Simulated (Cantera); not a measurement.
**Thermodynamics of fluorocarbon and chlorocarbon gases, feed c-C4F8 + H2**

Charge: 1 mol c-C4F8, 8.2 mol H2, equilibrated at 3100 Pa.

Cantera equilibrium calculation (NASA polynomials, part measured and part estimated; ideal gas, pure solids and liquids). Candidate condensed phases: C, C6H6, C7H8, C8H18; 95 gas species. The feed counts by its element totals alone. Kinetics and transport are ignored.

```tsv
T (K)	x HF	x H	x H2	x C3	x F	x C	n C(graphite)
2998	0.532	0.312	0.123	0.00985	0.00834	0.00160	3.14
3023	0.523	0.324	0.114	0.0128	0.00962	0.00203	2.96
3048	0.514	0.336	0.105	0.0166	0.0111	0.00256	2.72
3073	0.503	0.346	0.0960	0.0215	0.0128	0.00322	2.41
3098	0.492	0.355	0.0875	0.0276	0.0147	0.00403	2.02
3123	0.479	0.363	0.0793	0.0354	0.0168	0.00503	1.52
3148	0.465	0.370	0.0714	0.0451	0.0192	0.00625	0.870
3173	0.448	0.374	0.0637	0.0573	0.0219	0.00774	0.0248
3198	0.440	0.385	0.0587	0.0573	0.0250	0.00884	0
3223	0.431	0.395	0.0540	0.0567	0.0284	0.0100	0
3248	0.422	0.404	0.0496	0.0560	0.0322	0.0114	0
3273	0.412	0.413	0.0456	0.0551	0.0364	0.0128	0
3298	0.402	0.422	0.0418	0.0540	0.0411	0.0144	0
3323	0.391	0.430	0.0383	0.0528	0.0462	0.0162	0
```
x: gas mole fraction; n: condensed amount in mol.

From 2998 K to 3173 K the condensed part is C(graphite). From 3198 K to 3323 K nothing is condensed. The main C-bearing gas is C3 throughout.
